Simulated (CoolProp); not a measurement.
Vapour-liquid equilibrium of carbon dioxide (1) + sulfur dioxide (2) at 255.3 K; x and y are mole fractions of (1).

Values from CoolProp's multi-fluid Helmholtz-energy mixture model, Span 1996 and Gao 2016; pair parameters Bell 2016.

Task: Give the bubble pressure and the first vapour's composition at x = 0.2, 0.35, 0.8. Is there an azeotrope?

Result: x = 0.2: 0.5592 MPa, y = 0.887; x = 0.35: 0.8860 MPa, y = 0.935; x = 0.8: 1.686 MPa, y = 0.982. No azeotrope shows between x = 0.05 and 0.95.

Pair parameters are fitted to limited data, so mixtures are less certain than the pure fluids. The gap from Raoult's law changes sign with composition, which may be real or a fault of the pair parameters; it wasn't checked against measurements.
